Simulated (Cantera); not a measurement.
Ignition delay

Mixture: CH4 : O2 : N2 : CO2 = 1 : 2.53 : 7.34 : 1.2 (molar parts), at 3.00 bar, adiabatic and at constant volume. Ignition delay is the time to a rise of 400 K.

Detailed kinetics in Cantera: GRI-Mech 3.0 (53 species, 325 reactions).

```tsv
T0 (K)	delay (ms)
1000	260
1050	115
1100	53.9
1150	26.2
1200	13.2
1250	6.90
1300	3.71
1350	2.05
1400	1.17
```

```yaml
apparent activation energy between 1300 and 1400 K: 170 kJ/mol
```
